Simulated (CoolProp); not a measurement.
A single-stage vapour-compression cycle with R404A: evaporating at 229.15 K (dew point), condensing at 284.15 K (bubble point), superheat 0 K, subcooling 2 K, compressor efficiency 0.6, no pressure losses. Each further row changes one setting.

The numbers come from the reference Helmholtz-energy equation of state, Lemmon 2003 in CoolProp. It is a pseudo-pure fit of the blend.

| case | cooling COP | pressure ratio | discharge temperature (K) | refrigerating effect (kJ/kg) | volumetric capacity (kJ/m³) |
|---|---|---|---|---|---|
| as stated | 1.87 | 7.83 | 322.1 | 128 | 752 |
| evaporating temperature 234.15 K | 2.15 | 6.21 | 317.3 | 131 | 958 |
| condensing temperature 279.15 K | 2.13 | 6.75 | 315.2 | 135 | 794 |
| subcooling 7 K | 1.97 | 7.83 | 322.1 | 135 | 794 |
| superheat 10 K | 1.88 | 7.83 | 333.6 | 136 | 759 |
| compressor efficiency 0.5 | 1.55 | 7.83 | 335.7 | 128 | 752 |
